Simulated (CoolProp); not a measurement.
Neopentane at several states: Z from the reference equation and from simpler models built on Tc = 160.6 °C, pc = 3.196 MPa, ω = 0.196; each cubic takes its own stable root.

Computed with CoolProp (reference Helmholtz-energy equation of state, Lemmon 2006). It is a short technical equation, of lower accuracy than the large ones.

| T (°C) | p (MPa) | phase | reference |
|---|---|---|---|
| 79.15 | 0.0982 | gas | 0.9796 |
| 76.65 | 7.45 | liquid | 0.3412 |
| 197.25 | 3.04 | gas | 0.6980 |
| 208.85 | 0.0154 | gas | 0.9988 |
| 31.45 | 1.59 | liquid | 0.07811 |

Task: How far does each simpler model (van der Waals, Redlich-Kwong, Soave-Redlich-Kwong) lie from the reference over these 5 states: mean and median of the absolute difference, and the worst?

Result: 
- van der Waals: mean 21.2 %, median 0.5 %, worst +57.1 % at 31.45 °C and 1.59 MPa
- Redlich-Kwong: mean 3.6 %, median 1.1 %, worst +8.8 % at 31.45 °C and 1.59 MPa
- Soave-Redlich-Kwong: mean 2.5 %, median 1.3 %, worst +5.8 % at 31.45 °C and 1.59 MPa
